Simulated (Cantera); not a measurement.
Charge: 1 mol SiH4, a varied amount of CH4, 37 mol H2, held at 1598 K and 75.0 Torr.

Equilibrium computed with Cantera from the NASA thermochemical tables; the gas is ideal and each condensed phase is pure. Candidate condensed phases: C, C6H6, C7H8, C8H18, Si, SiC; 87 gas species. Mutual solubility and eutectic melting of coexisting phases are not modelled. The numbers say what is thermodynamically allowed, not how fast it happens.

x: gas mole fraction; n: condensed amount in mol.

```csv
n(CH4) (mol),x H2,x H,x CH4,x C2H2 (acetylene),x SiH2,x Si,n Si(s),n SiC(s),n C(graphite)
0.053,1.000,0.000168,1.72e-6,2.93e-9,4.89e-6,9.35e-7,0.947,0.0529,0
0.068,1.000,0.000168,1.72e-6,2.93e-9,4.89e-6,9.35e-7,0.932,0.0679,0
0.087,1.000,0.000168,1.72e-6,2.93e-9,4.89e-6,9.35e-7,0.913,0.0869,0
0.11,1.000,0.000168,1.72e-6,2.93e-9,4.89e-6,9.35e-7,0.890,0.110,0
0.14,1.000,0.000168,1.72e-6,2.93e-9,4.89e-6,9.35e-7,0.860,0.140,0
0.19,1.000,0.000168,1.72e-6,2.93e-9,4.89e-6,9.35e-7,0.810,0.190,0
0.24,1.000,0.000168,1.72e-6,2.93e-9,4.89e-6,9.35e-7,0.760,0.240,0
0.31,1.000,0.000168,1.72e-6,2.93e-9,4.89e-6,9.35e-7,?,0.310,0
0.39,1.000,0.000168,1.72e-6,2.93e-9,4.89e-6,9.35e-7,?,0.390,0
0.51,1.000,0.000168,1.72e-6,2.93e-9,4.89e-6,9.35e-7,?,0.510,0
0.65,1.000,0.000168,1.72e-6,2.93e-9,4.89e-6,9.35e-7,?,0.650,0
0.83,1.000,0.000168,1.72e-6,2.93e-9,4.89e-6,9.35e-7,?,0.830,0
1.1,1.000,0.000168,0.000165,2.69e-5,5.11e-8,9.76e-9,?,1.000,0.0910
```

Problem. Fill in the missing entries.

Solution. 
- 0.31, n Si(s): 0.690
- 0.39, n Si(s): 0.610
- 0.51, n Si(s): 0.490
- 0.65, n Si(s): 0.350
- 0.83, n Si(s): 0.170
- 1.1, n Si(s): 0
